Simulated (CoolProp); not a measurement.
Saturation properties of C2F6 (R116).

Model: reference Helmholtz-energy equation of state, Lemmon 2006, in CoolProp. It is a short technical equation, of lower accuracy than the large ones.

| T (°C) | p (bar) | vapour Z | liquid viscosity (µPa s) |
|---|---|---|---|
| -68.05 | 1.686 | 0.9354 | 353 |
| -63.85 | 2.053 | 0.9258 | 328 |
| -59.65 | 2.477 | 0.9153 | 306 |
| -55.45 | 2.965 | 0.9040 | 285 |
| -51.25 | 3.522 | 0.8916 | 266 |
| -47.05 | 4.155 | 0.8783 | 248 |
| -42.85 | 4.869 | 0.8639 | 231 |
| -38.65 | 5.671 | 0.8484 | 216 |
| -34.45 | 6.567 | 0.8317 | 201 |

It boils at -78.1 °C under 1 atm.

Viscosity comes from a separate model (Huber 2003), an estimate that may be off by 10 % or more.
